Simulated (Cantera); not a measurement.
Charge: 1 mol B2H6, 31 mol H2, 0.97 mol N2, equilibrated at 2250 K and 87.0 Pa.

Method: chemical equilibrium by Gibbs-energy minimisation in Cantera with the NASA 1993 tables (ideal gas, pure condensed phases). Candidate condensed phases: B, BN; 15 gas species. The feed counts by its element totals alone. The tables' values for BH2 are old estimates; treat these amounts as uncertain. Kinetics and transport are ignored.

Base state: H2 0.750, H 0.218, N2 0.0245, B 0.00614, BH2 0.00125, BH 0.000159, BN 1.74e-5 (mole fractions); condensed: B(s).

What changes in the equilibrium state with this change: B2H6 replaced by B2O3?


| species | before | after |
|---|---|---|
| H2 | 0.750 | 0.699 |
| H | 0.218 | 0.211 |
| BO | 0 | 0.0289 |
| H2O | 0 | 0.0119 |
| HBO2 | 0 | 0.0117 |
| N2 | 0.0245 | 0.0259 |
| HBO | 0 | 0.00824 |
| B2O3 | 0 | 0.00171 |
| BO2 | 0 | 0.000638 |
| B(s), mol | 1.70 | 0 |
Further candidate phases: B2O3, B3O3H3, H2O.

What changes in the equilibrium state with this change: temperature from 2250 K to 2148 K?


```csv
species,before,after
H2,0.750,0.842
H,0.218,0.130
N2,0.0245,0.0259
B,0.00614,0.00151
BN,1.74e-5,5.49e-6
BH,0.000159,5.66e-5
BH2,0.00125,0.000868
"B(s), mol",1.70,1.91
```
